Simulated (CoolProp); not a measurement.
Propylene at 298.15 K and 0.105 MPa flows at 0.73 m/s in a round tube of 50 mm bore and 0.25 µm roughness, fully developed (64/Re and Nu = 3.66 if laminar; Colebrook and Gnielinski if turbulent). Each further row changes one setting.

Model: reference Helmholtz-energy equation of state, Lemmon 2013, in CoolProp.

```csv
case,Reynolds number,Darcy friction factor,pressure drop (Pa/m),heat-transfer coefficient (W/(m² K)),mass flow (kg/h)
as stated,7720,0.0331,0.319,8.47,9.34
velocity 1.46 m/s,15400,0.0276,1.07,15.0,18.7
diameter 100 mm,15400,0.0276,0.133,7.49,37.3
```

Viscosity comes from a separate model (Huber 2003), an estimate that may be off by 10 % or more. Thermal conductivity comes from a separate model (Huber 2003), an estimate that may be off by 10 % or more.
